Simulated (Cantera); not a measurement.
## Equilibrium for abatement and gas-phase synthesis: HF + H2O + O2

Charge: 1 mol HF, 0.44 mol H2O, 2.7 mol O2, held at 2098 K.

These are equilibrium values from Cantera (NASA tables, ideal gas, pure condensed phases), not measurements of a reactor. Candidate condensed phases: H2O; 22 gas species. The ideal-gas law is rough above about 30 bar. Rates play no part.

| P (Pa) | x O2 | x HF | x H2O | x O | x OH | x H | x H2 |
|---|---|---|---|---|---|---|---|
| 10 | 0.550 | 0.222 | 0.0654 | 0.102 | 0.0333 | 0.0221 | 0.00516 |
| 65 | 0.606 | 0.233 | 0.0852 | 0.0419 | 0.0244 | 0.00605 | 0.00251 |
| 420 | 0.631 | 0.238 | 0.0949 | 0.0168 | 0.0163 | 0.00156 | 0.00108 |
| 2700 | 0.642 | 0.240 | 0.0997 | 0.00669 | 0.0105 | 0.000394 | 0.000443 |
| 17000 | 0.647 | 0.241 | 0.102 | 0.00268 | 0.00675 | 0.000100 | 0.000180 |
| 110000 | 0.650 | 0.241 | 0.104 | 0.00105 | 0.00427 | 2.49e-5 | 7.19e-5 |
| 720000 | 0.651 | 0.241 | 0.105 | 0.000412 | 0.00268 | 6.10e-6 | 2.83e-5 |
| 4700000 | 0.651 | 0.241 | 0.105 | 0.000161 | 0.00168 | 1.50e-6 | 1.11e-5 |
| 30000000 | 0.652 | 0.241 | 0.106 | 6.39e-5 | 0.00106 | 3.74e-7 | 4.42e-6 |
x: gas mole fraction; nothing condenses.

From 10.0 Pa to 300 bar nothing is condensed.
